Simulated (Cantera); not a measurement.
Stirred combustor or abatement burner

A perfectly stirred reactor is fed with CH₄ : O₂ : N₂ = 1 : 1.82 : 6.84 (molar parts), at 110000 Pa; it is adiabatic with a 575 K inlet, and is followed from long to short residence time, starting on the burning branch (τ in s: 0.042, 0.02, 0.0094, 0.0045, 0.0021, 0.001, 0.00048, 0.00023, 0.00011, 5.2e-05, 2.5e-05).

Detailed kinetics in Cantera: GRI-Mech 3.0 (53 species, 325 reactions).

```
τ (s)    T (K)     x CH₄     x O₂      x H     x CH₃      x NO
-------  -----  --------  -------  -------  --------  --------
0.042     2346   5.64e-6  0.00254  0.00197   4.02e-6   0.00106
0.020     2331   9.90e-6  0.00320  0.00234   6.93e-6  0.000900
0.0094    2308   1.70e-5  0.00420  0.00295   1.15e-5  0.000741
0.0045    2277   2.84e-5  0.00554  0.00384   1.84e-5  0.000588
0.0021    2236   4.90e-5  0.00729  0.00514   2.97e-5  0.000441
0.0010    2188   8.55e-5  0.00932  0.00679   4.82e-5  0.000318
0.00048   2135  0.000155   0.0116  0.00869   8.08e-5  0.000223
0.00023   2079  0.000301   0.0144   0.0105  0.000144  0.000153
0.00011   2019  0.000644   0.0184   0.0116  0.000280  0.000102
5.2e-5    1936   0.00184   0.0273   0.0102  0.000702   5.64e-5
2.5e-5     575     0.104    0.188   <1e-12    <1e-12    <1e-12
```
x: mole fraction; the columns are a selection and need not sum to one.
